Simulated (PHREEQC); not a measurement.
# Alkaline etch or developer (model solution)

Dissolve 0.2 mol/kgw NaOH, 5.4e-05 mol/kgw NaAlO2 and 0.0012 mol/kgw (CH3)4NCl at 11 °C. Closed to the air; pH follows from the charge balance.

Model: ion-association model, phreeqc.dat, run in PHREEQC.

Each row changes one thing in this solution. No solid was allowed to form.

```csv
case,pH,SI of Gibbsite (Al(OH)3),SI of Halite (NaCl)
as made,13.65,-2.78,-5.44
temperature from 11 to 60 °C,12.16,(withheld),-5.51
temperature from 11 to 35 °C,12.83,-3.14,-5.47
diluted 10-fold with water,12.73,-2.79,-7.30
temperature from 11 to 40 °C,12.68,-3.21,-5.48
(CH3)4NCl from 0.0012 to 0.0024 mol/kgw,13.65,-2.78,(withheld)
temperature from 11 to 80 °C,11.72,-3.73,-5.53
temperature from 11 to 65 °C,12.04,-3.54,-5.51
```

**Question.** Complete the blanks.

**Answer.** 
- temperature from 11 to 60 °C, SI of Gibbsite (Al(OH)3): -3.48
- (CH3)4NCl from 0.0012 to 0.0024 mol/kgw, SI of Halite (NaCl): -5.14

(CH3)4N+ isn't in the database: it is added as a free cation with an ion size of 4 Å. At this temperature some constants are extrapolated from 25 °C, and those without enthalpy data are left unchanged.
